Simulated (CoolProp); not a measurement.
Vapour-liquid equilibrium of toluene (1) + o-xylene (2) at 6.82 bar; x and y are mole fractions of (1).

Computed with CoolProp (multi-fluid Helmholtz-energy mixture model, Lemmon 2006 and Zhou 2012; pair parameters Bell 2016).

Give the bubble temperature and the first vapour's composition at x = 0.05, 0.125, 0.5. Is there an azeotrope?

x = 0.05: 232.0 °C, y = 0.081; x = 0.125: 228.4 °C, y = 0.196; x = 0.5: 211.9 °C, y = 0.643. No azeotrope shows between x = 0.05 and 0.95.

Pair parameters are fitted to limited data, so mixtures are less certain than the pure fluids.
